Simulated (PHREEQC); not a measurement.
1 kg of water holding 0.064 mol MgCl2, 0.36 mol NaHCO3, 0.0081 mol NaCl, 0.38 mol KCl and 0.0087 mol MgSO4 is evaporated at 25 °C; the solids stay in contact with the brine. CO2 is held at log p = -3.4 (atm). Solids allowed: Arcanite, Bischofite, Bloedite, Brucite, Burkeite, Carnallite, Epsomite, Glaserite, Halite, Hexahydrite, Kainite, Kalicinite, Kieserite, Leonite, Magnesite, Mirabilite, Misenite, Nahcolite, Natron, Schoenite, Sylvite, Thenardite, Trona, MgCl2_4H2O. Others were left out.

The numbers come from PHREEQC with the Pitzer model, pitzer.dat.

Problem. Predict ionic strength, water activity, Sylvite (mol) at water left (kg) = 0.3778, 0.01641.

Solution. 
```
water left (kg)  ionic strength  water activity  Sylvite (mol)
---------------  --------------  --------------  -------------
0.3778                     2.24           0.943              0
0.01641                    8.87           0.710          0.339
```

Species that the database lacks are ignored.
